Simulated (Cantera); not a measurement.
Input: 1 mol TEOS, 0.24 mol NO, 25 mol N₂, held at 452 °C and 37.0 Pa.

Cantera equilibrium calculation (NASA polynomials, part measured and part estimated; ideal gas, pure solids and liquids). Candidate condensed phases: C, C₆H₆, C₇H₈, C₈H₁₈, H₂O, Si, SiC, SiO₂, Si₂N₂O, Si₃N₄; 151 gas species. The feed counts by its element totals alone. Rates play no part.

Base state: N₂ 0.674, H₂ 0.267, CO 0.0557, CO₂ 0.00166, H₂O 0.00106, CH₄ 0.000135 (mole fractions); condensed: C(graphite) + SiO₂(α-quartz).

**Question.** What changes in the equilibrium state with this change: NO from 0.24 to 1.9 mol?

**Answer.** 
```csv
species,before,after
N₂,0.674,0.655
H₂,0.267,0.251
CO,0.0557,0.0885
CO₂,0.00166,0.00419
H₂O,0.00106,0.00158
"C(graphite), mol",5.86,4.32
"SiO₂(α-quartz), mol",1.00,1.00
```
